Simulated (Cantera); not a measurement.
Adiabatic ignition

An adiabatic, constant-volume homogeneous reactor starts with CH4 : CO : O2 : N2 = 1 : 0.85 : 5.39 : 33.4 (molar parts), at 1450 K and 3750 Torr.

Model: GRI-Mech 3.0 (53 species, 325 reactions), integrated in Cantera.

| t (s) | T (K) | P (bar) | x CH4 | x CO | x O2 | x NO2 | x O | x C2H |
|---|---|---|---|---|---|---|---|---|
| 2.00e-6 | 1450 | 5.00 | 0.0246 | 0.0209 | 0.133 | <1e-12 | 8.46e-9 | <1e-12 |
| 5.22e-6 | 1450 | 5.00 | 0.0246 | 0.0209 | 0.133 | <1e-12 | 9.66e-9 | <1e-12 |
| 1.36e-5 | 1450 | 5.00 | 0.0246 | 0.0209 | 0.133 | <1e-12 | 1.31e-8 | <1e-12 |
| 3.56e-5 | 1450 | 5.00 | 0.0246 | 0.0209 | 0.133 | <1e-12 | 2.54e-8 | <1e-12 |
| 9.28e-5 | 1450 | 5.00 | 0.0246 | 0.0209 | 0.133 | <1e-12 | 8.15e-8 | <1e-12 |
| 0.000242 | 1452 | 5.01 | 0.0242 | 0.0209 | 0.132 | <1e-12 | 3.21e-7 | <1e-12 |
| 0.000632 | 2299 | 7.86 | <1e-12 | 0.00102 | 0.0732 | 1.41e-7 | 0.000597 | <1e-12 |
| 0.00165 | 2304 | 7.87 | <1e-12 | 0.000713 | 0.0730 | 6.61e-7 | 0.000491 | <1e-12 |
| 0.00431 | 2302 | 7.86 | <1e-12 | 0.000707 | 0.0727 | 1.98e-6 | 0.000485 | <1e-12 |
| 0.0112 | 2297 | 7.85 | <1e-12 | 0.000692 | 0.0719 | 4.94e-6 | 0.000470 | <1e-12 |
| 0.0294 | 2289 | 7.82 | <1e-12 | 0.000667 | 0.0705 | 1.01e-5 | 0.000446 | <1e-12 |
| 0.0766 | 2282 | 7.80 | <1e-12 | 0.000644 | 0.0692 | 1.49e-5 | 0.000424 | <1e-12 |
| 0.200 | 2280 | 7.79 | <1e-12 | 0.000639 | 0.0688 | 1.62e-5 | 0.000419 | <1e-12 |
x: mole fraction; the columns are a selection and need not sum to one.

- time of steepest temperature rise = 0.541 ms
- temperature at 0.200 s = 2280 K
- equilibrium temperature = 2280 K
- x(CH4) at 0.200 s = <1e-12 (gas-phase equilibrium <1e-12)
- x(CO) at 0.200 s = 0.000639 (gas-phase equilibrium 0.000639)
- x(O2) at 0.200 s = 0.0688 (gas-phase equilibrium 0.0688)
